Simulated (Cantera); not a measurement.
Nitride etching: Si₃N₄ + O₂ + H₂

Input: 1 mol Si₃N₄, 0.11 mol O₂, 3.5 mol H₂, equilibrated at 0.0203 Torr.

Method: chemical equilibrium by Gibbs-energy minimisation in Cantera with the NASA 1993 tables (ideal gas, pure condensed phases). Candidate condensed phases: H₂O, Si, SiO₂, Si₂N₂O, Si₃N₄; 35 gas species. Mutual solubility and eutectic melting of coexisting phases are not modelled. The tables' values for SiN are old estimates; treat these amounts as uncertain. Gases not in the tables: Si₂H₆ and higher silanes. The numbers say what is thermodynamically allowed, not how fast it happens.

| T (K) | x H₂ | x N₂ | x Si | x H | x SiO | n Si₂N₂O(s) | n Si₃N₄(s) | n Si(s) | n Si(l) |
|---|---|---|---|---|---|---|---|---|---|
| 1125 | 0.979 | 0.0205 | 6.85e-11 | 8.46e-6 | 2.52e-8 | 0.220 | 0.853 | 0 | 0 |
| 1175 | 0.979 | 0.0205 | 1.62e-9 | 2.33e-5 | 3.60e-7 | 0.220 | 0.853 | 0 | 0 |
| 1225 | 0.979 | 0.0205 | 2.94e-8 | 5.94e-5 | 4.11e-6 | 0.220 | 0.853 | 0 | 0 |
| 1275 | 0.979 | 0.0205 | 4.24e-7 | 0.000140 | 3.87e-5 | 0.220 | 0.853 | 0 | 0 |
| 1325 | 0.964 | 0.0352 | 3.49e-6 | 0.000309 | 0.000256 | 0.219 | 0.827 | 0.0810 | 0 |
| 1375 | 0.879 | 0.119 | 1.52e-5 | 0.000618 | 0.00116 | 0.215 | 0.655 | 0.600 | 0 |
| 1425 | 0.655 | 0.339 | 5.96e-5 | 0.00106 | 0.00514 | 0.193 | 0 | 2.59 | 0 |
| 1475 | 0.610 | 0.349 | 0.000213 | 0.00195 | 0.0384 | 0 | 0 | 2.78 | 0 |
| 1525 | 0.609 | 0.349 | 0.000699 | 0.00355 | 0.0384 | 0 | 0 | 2.78 | 0 |
| 1575 | 0.606 | 0.348 | 0.00213 | 0.00622 | 0.0383 | 0 | 0 | 2.77 | 0 |
| 1625 | 0.600 | 0.346 | 0.00603 | 0.0105 | 0.0380 | 0 | 0 | 2.74 | 0 |
| 1675 | 0.588 | 0.341 | 0.0161 | 0.0171 | 0.0375 | 0 | 0 | 2.68 | 0 |
| 1725 | 0.567 | 0.332 | 0.0376 | 0.0269 | 0.0365 | 0 | 0 | 0 | 2.55 |
| 1775 | 0.529 | 0.314 | 0.0813 | 0.0405 | 0.0345 | 0 | 0 | 0 | 2.25 |
x: gas mole fraction; n: condensed amount in mol.

From 1125 K to 1275 K the condensed part is Si₂N₂O(s) + Si₃N₄(s). From 1325 K to 1375 K the condensed part is Si(s) + Si₂N₂O(s) + Si₃N₄(s). At 1425 K the condensed part is Si(s) + Si₂N₂O(s). From 1475 K to 1675 K the condensed part is Si(s). From 1725 K to 1775 K the condensed part is Si(l). The main Si-bearing gas is SiO at 1125 K and Si at 1775 K.
